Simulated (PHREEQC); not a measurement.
Dissolve 0.1 mol/kgw CuSO4, 0.0011 mol/kgw HBF4 and 9.5e-05 mol/kgw FeCl3 at 47 °C and 300 atm. Closed to the air; pH follows from the charge balance.

Computed with PHREEQC (ion-association model, phreeqc.dat).

No solid was allowed to form.

Order these S species by the share of S that they hold, largest first: SO4-2, CuSO4, HSO4-.

SO4-2 (54 %), CuSO4 (44 %), HSO4- (1.7 %)

Order these B species by the share of B that they hold, largest first: BF4-, BF(OH)3-, BF3OH-, BF2(OH)2-, H3BO3.

H3BO3 (82 %), BF4- (8.1 %), BF2(OH)2- (6.8 %), BF3OH- (3.2 %), BF(OH)3- (0.10 %)

The pH is 3.17 and the ionic strength 0.221 mol/kgw. Saturation is exceeded, for instance for Hematite (slow to form), Goethite (slow to form); the values hold only as long as no solid forms. Under pressure, the constants of complexes without a molar volume in the database are unreliable. At this temperature some constants are extrapolated from 25 °C, and those without enthalpy data are left unchanged. Real BF4- forms and hydrolyses slowly; the run takes it at equilibrium. Fluoro complexes past AlF4- and FeF3 are missing from the database.
